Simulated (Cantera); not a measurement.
# Iron carbonyl, mercury and lead vapours: HgO + H2

A closed system holds: 1 mol HgO, 1.4 mol H2, held at 750 Torr.

Equilibrium computed with Cantera from the NASA thermochemical tables; the gas is ideal and each condensed phase is pure. Candidate condensed phases: H2O, Hg, HgO; 10 gas species. Rates play no part.

```tsv
T (K)	log p H2O	log p Hg	log p H2	log p H	log p OH	n Hg(l)
475	-0.16	-1.62	-0.55	<-12	<-12	0.965
625	-0.38	-0.38	-0.78	<-12	<-12	0
775	-0.38	-0.38	-0.78	<-12	<-12	0
925	-0.38	-0.38	-0.78	-9.97	<-12	0
1075	-0.38	-0.38	-0.78	-8.22	-10.25	0
1225	-0.38	-0.38	-0.78	-6.90	-8.54	0
1375	-0.38	-0.38	-0.78	-5.85	-7.20	0
```
log p: log10 of the partial pressure in bar; n: condensed amount in mol.

At 475 K the condensed part is Hg(l). From 625 K to 1375 K nothing is condensed. The main Hg-bearing gas is Hg throughout.
